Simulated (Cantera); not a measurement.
An isothermal, constant-pressure homogeneous reactor starts with 0.583 % H₂, 68.6 % O₂, 30.9 % N₂, at 925 K and 0.0263 atm.

Model: the H2/O2 subset of GRI-Mech 3.0, which has no nitrogen chemistry, integrated in Cantera. Radical loss at walls, strong at low pressure, is not modelled. Below about 950 K walls govern HO2 and H2O2 in real vessels.

One state of this run: x H₂ = 3.10e-7; x O₂ = 0.685; x O = 1.70e-6; x HO₂ = 4.64e-8; x H₂O = 0.00584; x H = 3.43e-9; x H₂O₂ = 4.92e-9. x: mole fraction; the columns are a selection and need not sum to one.

Problem. Which value of t (s) does it belong to?
(A) 0.00190
(B) 1.62
(C) 0.00585
(D) 5.00

Solution. B, 1.62
